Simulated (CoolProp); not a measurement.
Vapour-liquid equilibrium of CHF3 (R23) (1) + R22 (2) at 243.5 K; x and y are mole fractions of (1).

Computed with CoolProp (multi-fluid Helmholtz-energy mixture model, Penoncello 2003 and Kamei 1995; pair parameters Bell 2016).

```
x      bubble pressure, mixture model (kPa)  bubble pressure, Raoult's law (kPa)  y, mixture model  y, Raoult's law
-----  ------------------------------------  -----------------------------------  ----------------  ---------------
0.05                                  217.1                                209.0             0.260            0.244
0.125                                 291.4                                273.0             0.478            0.467
0.2                                   363.1                                336.9             0.607            0.605
0.275                                 431.8                                400.9             0.691            0.699
0.35                                  497.6                                464.9             0.752            0.767
0.425                                 560.7                                528.9             0.798            0.819
0.5                                   621.3                                592.9             0.834            0.860
0.575                                 680.2                                656.9             0.865            0.892
0.65                                  738.0                                720.8             0.892            0.919
0.725                                 795.5                                784.8             0.916            0.942
0.8                                   853.6                                848.8             0.939            0.961
0.875                                 913.4                                912.8             0.962            0.977
0.95                                  975.8                                976.8             0.984            0.991
```

The largest gap from Raoult's law is +7.8 % in bubble pressure, at x = 0.2. No azeotrope shows between x = 0.05 and 0.95.

Pair parameters are fitted to limited data, so mixtures are less certain than the pure fluids.
